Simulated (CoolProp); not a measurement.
A simple Rankine cycle with isobutene: condensing at 311.15 K, boiler at 1.25 MPa, turbine inlet 359.1 K, turbine efficiency 0.7, pump efficiency 0.6, no recuperator. Each further row changes one setting.

Computed with CoolProp (reference Helmholtz-energy equation of state, Lemmon 2005). It is a short technical equation, of lower accuracy than the large ones.

| case | thermal efficiency (%) | net work (kJ/kg) | heat in (kJ/kg) | turbine exit temperature (K) | volume ratio over the turbine |
|---|---|---|---|---|---|
| as stated | 7.1 | ___ | 404 | 328.0 | 2.98 |
| turbine inlet 379.1 K | 7.1 | 31.7 | ___ | 350.0 | 2.91 |
| condensing temperature 303.15 K | ___ | 35.1 | 423 | ___ | 3.74 |
| boiler pressure 0.875 MPa | 4.9 | 20.4 | ___ | 340.6 | 2.00 |
| turbine efficiency 0.6 | ___ | 24.1 | 404 | 330.4 | 3.01 |

Problem. Some entries are withheld; supply them.

Solution. 
- as stated, net work (kJ/kg): 28.5
- turbine inlet 379.1 K, heat in (kJ/kg): 448
- condensing temperature 303.15 K, thermal efficiency (%): 8.3
- condensing temperature 303.15 K, turbine exit temperature (K): 322.4
- boiler pressure 0.875 MPa, heat in (kJ/kg): 419
- turbine efficiency 0.6, thermal efficiency (%): 6.0
